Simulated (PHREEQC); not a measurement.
A solution holds 0.25 mol/kgw NH4HS, at 25 °C. Closed to the air; pH follows from the charge balance.

The numbers come from PHREEQC with the ion-association model, phreeqc.dat.

Precipitation was switched off in this run.

Q: Estimate the pH, ionic strength, specific conductance.

A: pH 8.10; ionic strength 0.239 mol/kgw; specific conductance 25800 µS/cm.

Q: In which forms is N present?

A: NH4+ 96 %, NH3 4.3 % of the N.

Species that the database lacks are ignored.
